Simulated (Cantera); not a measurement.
What does this Cantera script print?

```python
import numpy as np
import cantera as ct

gas_names = """
    AL ALCL ALCL2 ALCL3 ALH ALN ALO ALOCL ALOH ALO2 ALO2H AL2 AL2CL6 AL2O AL2O2 CL CLO CL2 H HALO HCL
    HNO HNO2 HNO3 HOCL HO2 H2 H2O H2O2 N NH NH2 NH3 NH2OH NO NO2 NO3 N2 N2H2 N2H4 N2O O OH O2 O3
""".split()
cond_names = """
    AL(cr) AL(L) ALCL3(s) ALCL3(L) ALN(s) AL2O3(a) AL2O3(L) H2O(s) H2O(L) NH4CL(a) NH4CL(b)
""".split()


def load(file, names, dense=False):
    # The tables refer to 1 bar. Condensed volumes are neglected.
    table = {s.name: s for s in ct.Species.list_from_file(file)}
    out = []
    for n in names:
        d = dict(table[n].input_data)
        d["thermo"] = dict(d["thermo"], **{"reference-pressure": 1e5})
        if dense:
            d["equation-of-state"] = {"model": "constant-volume", "density": "1e6 g/cm^3"}
        out.append(ct.Species.from_dict(d))
    return out


gas = ct.Solution(thermo="ideal-gas", species=load("nasa_gas.yaml", gas_names))
cond = {s.name: ct.Solution(thermo="fixed-stoichiometry", species=[s], name=s.name)
        for s in load("nasa_condensed.yaml", cond_names, dense=True)}
atoms = {
    'Al2O3': {'AL': 2, 'O': 3},
    'HCl': {'H': 1, 'CL': 1},
    'N2': {'N': 2},
}
top_T = {'ALN(s)': 2750}  # K; cautious upper limits of use, not melting points


def equilibrate(T, P, feed):
    n = {}
    for name, mol in feed.items():
        for a, k in atoms[name].items():
            n[a] = n.get(a, 0.0) + k * mol
    gas.TPX = T, P, n
    mass = sum(n.values()) * gas.mean_molecular_weight
    gas.equilibrate("TP")
    valid = [c for c in cond.values() if c.min_temp <= T <= top_T.get(c.name, c.max_temp)]
    mix = ct.Mixture([(gas, mass / gas.mean_molecular_weight)] + [(c, 0.0) for c in valid])
    mix.T, mix.P = T, P
    mix.equilibrate("TP", solver="vcs", rtol=1e-11, max_steps=5000)
    return mix


results = []
feed = {'Al2O3': 1, 'HCl': 17, 'N2': 1.3}  # mol
P = 1400  # Pa
for T in [1073, 1123, 1173, 1223, 1273, 1323, 1373, 1423, 1473, 1523, 1573, 1623, 1673, 1723]:
    mix = equilibrate(T, P, feed)
    results.append((T, P, feed, dict(zip(mix.species_names, mix.species_moles))))
    x = sorted(zip(gas.X, gas.species_names), reverse=True)
    print(f"T = {T:g} K  P = {P:g} Pa  gas = {mix.phase_moles(0):.4g} mol")
    print("   x: " + "  ".join(f"{s} {v:.3e}" for v, s in x if v > 1e-06))
    print("   condensed (mol): " + ("  ".join(f"{mix.phase(i).name} {mix.phase_moles(i):.4g}"
          for i in range(1, mix.n_phases) if mix.phase_moles(i) > 1e-12) or "none"))
```

Output:

```
T = 1073 K  P = 1400 Pa  gas = 18.3 mol
   x: HCL 9.283e-01  N2 7.105e-02  H2O 3.437e-04  ALCL3 2.291e-04  CL 2.329e-05  H2 1.821e-05  CL2 6.568e-06
   condensed (mol): AL2O3(a) 0.9979
T = 1123 K  P = 1400 Pa  gas = 18.3 mol
   x: HCL 9.281e-01  N2 7.105e-02  H2O 4.715e-04  ALCL3 3.143e-04  CL 5.068e-05  H2 3.430e-05  CL2 8.960e-06
   condensed (mol): AL2O3(a) 0.9971
T = 1173 K  P = 1400 Pa  gas = 18.3 mol
   x: HCL 9.277e-01  N2 7.105e-02  H2O 6.288e-04  ALCL3 4.192e-04  CL 1.021e-04  H2 6.268e-05  CL2 1.163e-05
   condensed (mol): AL2O3(a) 0.9962
T = 1223 K  P = 1400 Pa  gas = 18.3 mol
   x: HCL 9.273e-01  N2 7.105e-02  H2O 8.179e-04  ALCL3 5.453e-04  CL 1.927e-04  H2 1.109e-04  CL2 1.453e-05
   condensed (mol): AL2O3(a) 0.995
T = 1273 K  P = 1400 Pa  gas = 18.3 mol
   x: HCL 9.267e-01  N2 7.105e-02  H2O 1.041e-03  ALCL3 6.938e-04  CL 3.444e-04  H2 1.898e-04  CL2 1.764e-05
   condensed (mol): AL2O3(a) 0.9937
T = 1323 K  P = 1400 Pa  gas = 18.3 mol
   x: HCL 9.259e-01  N2 7.105e-02  H2O 1.299e-03  ALCL3 8.657e-04  CL 5.870e-04  H2 3.143e-04  CL2 2.094e-05
   condensed (mol): AL2O3(a) 0.9921
T = 1373 K  P = 1400 Pa  gas = 18.3 mol
   x: HCL 9.248e-01  N2 7.104e-02  H2O 1.592e-03  ALCL3 1.062e-03  CL 9.604e-04  H2 5.043e-04  CL2 2.443e-05
   condensed (mol): AL2O3(a) 0.9903
T = 1423 K  P = 1400 Pa  gas = 18.3 mol
   x: HCL 9.234e-01  N2 7.103e-02  H2O 1.922e-03  CL 1.516e-03  ALCL3 1.281e-03  H2 7.850e-04  CL2 2.808e-05  H 1.573e-06
   condensed (mol): AL2O3(a) 0.9883
T = 1473 K  P = 1400 Pa  gas = 18.31 mol
   x: HCL 9.216e-01  N2 7.101e-02  CL 2.317e-03  H2O 2.287e-03  ALCL3 1.524e-03  H2 1.188e-03  CL2 3.188e-05  H 3.686e-06
   condensed (mol): AL2O3(a) 0.986
T = 1523 K  P = 1400 Pa  gas = 18.32 mol
   x: HCL 9.193e-01  N2 7.098e-02  CL 3.442e-03  H2O 2.687e-03  ALCL3 1.790e-03  H2 1.752e-03  CL2 3.583e-05  H 8.176e-06  ALCL2 1.896e-06
   condensed (mol): AL2O3(a) 0.9836
T = 1573 K  P = 1400 Pa  gas = 18.33 mol
   x: HCL 9.163e-01  N2 7.093e-02  CL 4.984e-03  H2O 3.119e-03  H2 2.521e-03  ALCL3 2.076e-03  CL2 3.989e-05  H 1.725e-05  ALCL2 4.399e-06
   condensed (mol): AL2O3(a) 0.9809
T = 1623 K  P = 1400 Pa  gas = 18.34 mol
   x: HCL 9.125e-01  N2 7.087e-02  CL 7.049e-03  H2O 3.582e-03  H2 3.547e-03  ALCL3 2.379e-03  CL2 4.403e-05  H 3.479e-05  ALCL2 9.667e-06  OH 1.471e-06
   condensed (mol): AL2O3(a) 0.9781
T = 1673 K  P = 1400 Pa  gas = 18.37 mol
   x: HCL 9.077e-01  N2 7.078e-02  CL 9.761e-03  H2 4.886e-03  H2O 4.073e-03  ALCL3 2.696e-03  H 6.727e-05  CL2 4.824e-05  ALCL2 2.020e-05  OH 2.698e-06  ALOCL 1.314e-06
   condensed (mol): AL2O3(a) 0.975
T = 1723 K  P = 1400 Pa  gas = 18.4 mol
   x: HCL 9.016e-01  N2 7.067e-02  CL 1.325e-02  H2 6.597e-03  H2O 4.590e-03  ALCL3 3.020e-03  H 1.252e-04  CL2 5.247e-05  ALCL2 4.030e-05  OH 4.774e-06  ALOCL 3.108e-06  ALCL 2.028e-06
   condensed (mol): AL2O3(a) 0.9718
```

These are equilibrium values from Cantera (NASA tables, ideal gas, pure condensed phases), not measurements of a reactor. The tables' values for AlCl2 are old estimates; treat these amounts as uncertain.
